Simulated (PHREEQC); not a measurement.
**Buffer: an equilibrium model**

Consider water at 20 °C with 0.0029 mol NaHCO3, 0.0028 mol NH3 and 0.072 mol LiCl per kg of water. Closed to the air; pH follows from the charge balance.

Equilibrium calculation in PHREEQC: ion-association model, phreeqc.dat.

| Item | Result |
|---|---|
| pH | 9.78 |
| ionic strength | 0.0768 mol/kgw |
| specific conductance | 6570 µS/cm |
| density | 1.000 g/cm³ |
| total alkalinity | 5.70 meq/kg |

```csv
species,molality,activity,log γ
Cl-,0.0720,0.0566,-0.104
Li+,0.0720,0.0584,-0.091
Na+,0.00288,0.00231,-0.096
HCO3-,0.00195,0.00157,-0.094
NH3,0.00180,0.00183,0.008
NH4+,0.00100,0.000771,-0.114
CO3-2,0.000935,0.000393,-0.376
OH-,5.20e-5,4.07e-5,-0.106
NaCO3-,1.64e-5,1.31e-5,-0.098
NaHCO3,2.06e-6,2.09e-6,0.008
```

No solid was allowed to form.
